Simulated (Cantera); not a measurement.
Mixture: 10.1 % CH4, 0.584 % H2, 18.7 % O2, 70.6 % N2, at 1500 Torr, adiabatic and at constant pressure. Ignition delay is the time to a rise of 400 K.

Cantera simulation using GRI-Mech 3.0 (53 species, 325 reactions); the numbers are that mechanism's predictions, not measurements.

### Question
Predict: delay at 1300 K; delay at 1400 K; delay at 1500 K; delay at 1600 K; delay at 1700 K; delay at 1800 K; apparent activation energy between 1600 and 1800 K.

### Answer
delay at 1300 K: 4.37 ms
delay at 1400 K: 1.48 ms
delay at 1500 K: 0.546 ms
delay at 1600 K: 0.226 ms
delay at 1700 K: 0.105 ms
delay at 1800 K: 54.5 µs
apparent activation energy between 1600 and 1800 K: 170 kJ/mol
